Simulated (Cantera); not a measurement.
A closed system holds: 1 mol SiHCl3, 1.5 mol N2, held at 2098 K and 63.0 Pa.

Equilibrium computed with Cantera from the NASA thermochemical tables; the gas is ideal and each condensed phase is pure. Candidate condensed phases: NH4Cl, Si, Si3N4; 28 gas species. The tables' values for SiCl, SiCl3, SiN are old estimates; treat these amounts as uncertain. Equilibrium is a limit: real reactors are often held back by kinetics, nucleation or transport.

Base state: N2 0.393, SiCl2 0.236, HCl 0.192, Cl 0.109, H2 0.0252, H 0.0195, Si 0.0156, SiCl 0.00897 (mole fractions); condensed: gas only.

What changes in the equilibrium state with this change: temperature from 2098 K to 900 K?


| species | before | after |
|---|---|---|
| N2 | 0.393 | 0.456 |
| HCl | 0.192 | 0.285 |
| SiCl4 | 5.93e-6 | 0.212 |
| SiCl2 | 0.236 | 1.27e-6 |
| Cl | 0.109 | 6.03e-9 |
| H | 0.0195 | 1.00e-9 |
| Si | 0.0156 | <1e-9 |
| H2 | 0.0252 | 0.0462 |
| SiCl | 0.00897 | <1e-9 |
| SiN | 5.11e-5 | <1e-9 |
| SiH | 3.39e-5 | <1e-9 |
| Si2 | 1.52e-5 | <1e-9 |
| Si3N4(s), mol | 0 | 0.146 |
N2 is the only nitrogen source here; it is nearly inert below about 1500 K, so the nitride shown seldom forms there in practice. The tables' values for SiCl3 are old estimates; treat these amounts as uncertain.
